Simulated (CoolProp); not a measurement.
Vapour-liquid equilibrium of ethylbenzene (1) + p-xylene (2) at 71.05 °C; x and y are mole fractions of (1).

Computed with CoolProp (multi-fluid Helmholtz-energy mixture model, Zhou 2012 and Zhou 2012; pair parameters Bell 2016).

Question: Give the bubble pressure and the first vapour's composition at x = 0.125, 0.275, 0.875. Is there an azeotrope?

Answer: x = 0.125: 11.12 kPa, y = 0.136; x = 0.275: 11.27 kPa, y = 0.291; x = 0.875: 11.71 kPa, y = 0.881. No azeotrope shows between x = 0.05 and 0.95.

The pair parameters rest on a limited set of measurements; away from them the model extrapolates.
